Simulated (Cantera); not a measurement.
# Transport properties of process gases

Gas mixture: C2H2 : NH3 = 0.76 : 0.36 (molar parts), at 0.170 bar, frozen composition.

Cantera's kinetic-theory transport with the Lennard-Jones parameters of GRI-Mech 3.0, ideal gas; thermal conductivity in the multicomponent form. Polar gases are described roughly by these parameters.

| T (K) | ρ (kg/m³) | cp (J/kg/K) | μ (µPa s) | λ (mW/m/K) | Pr | D (cm²/s) CO2 | D (cm²/s) C2H2 | D (cm²/s) O |
|---|---|---|---|---|---|---|---|---|
| 400 | 0.118 | 2011 | 13.7 | 38.3 | 0.720 | 1.37 | 1.74 | 2.81 |
| 500 | 0.0946 | 2188 | 16.7 | 50.8 | 0.719 | 2.08 | 2.67 | 4.17 |
| 600 | 0.0789 | 2334 | 19.5 | 63.2 | 0.719 | 2.91 | 3.75 | 5.72 |
| 700 | 0.0676 | 2459 | 22.0 | 75.5 | 0.718 | 3.83 | 4.99 | 7.45 |
| 800 | 0.0591 | 2572 | 24.5 | 87.7 | 0.718 | 4.86 | 6.35 | 9.36 |
| 900 | 0.0526 | 2677 | 26.8 | 100.0 | 0.718 | 5.98 | 7.84 | 11.4 |
| 1000 | 0.0473 | 2776 | 29.0 | 112 | 0.717 | 7.18 | 9.45 | 13.6 |
D: mixture-averaged diffusion coefficient of that species in the mixture.
